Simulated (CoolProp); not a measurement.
Computed with CoolProp (reference Helmholtz-energy equation of state, Smukala 2000).

For ethylene, give the phase and the cv (kJ/(kg K)), Joule-Thomson coefficient (K/MPa) at 450 K and 0.229 MPa; 450 K and 0.917 MPa; 450 K and 2.06 MPa.


- 450 K and 0.229 MPa: gas; cv 1.77, Joule-Thomson coefficient 3.55
- 450 K and 0.917 MPa: gas; cv 1.77, Joule-Thomson coefficient 3.53
- 450 K and 2.06 MPa: gas; cv 1.78, Joule-Thomson coefficient 3.50
